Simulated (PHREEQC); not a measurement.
A solution holds 0.043 mol CuCl2, 0.00015 mol HCl and 5.7e-05 mol NaCl per kg of water, at 25 °C. Closed to the air; pH follows from the charge balance.

Equilibrium calculation in PHREEQC: ion-association model, phreeqc.dat.

Each row changes one thing in this solution. This is a speciation only: nothing precipitates in the calculation.

| case | pH | CuCl+ (mol/kgw) | CuCl2 (mol/kgw) | Cu2(OH)2+2 (mol/kgw) | CuOH+ (mol/kgw) | CuCl3- (mol/kgw) | SI of Halite (NaCl) |
|---|---|---|---|---|---|---|---|
| as made | 3.90 | 0.00332 | 8.14e-5 | 1.73e-6 | 1.56e-6 | 2.45e-8 | -7.13 |
| temperature from 25 to 15 °C | 3.90 | 0.00211 | 4.72e-5 | 6.77e-7 | 1.64e-6 | 1.20e-8 | -7.11 |
| HCl from 0.00015 to 1.5e-05 mol/kgw | 4.38 | 0.00331 | 8.11e-5 | 1.57e-5 | 4.71e-6 | 2.44e-8 | -7.13 |
| HCl replaced by LiCl at the same molality | 4.43 | 0.00332 | 8.13e-5 | 1.99e-5 | 5.31e-6 | 2.45e-8 | -7.13 |
| HCl from 0.00015 to 0.000135 mol/kgw | 3.94 | 0.00332 | 8.14e-5 | 2.09e-6 | 1.72e-6 | 2.45e-8 | -7.13 |
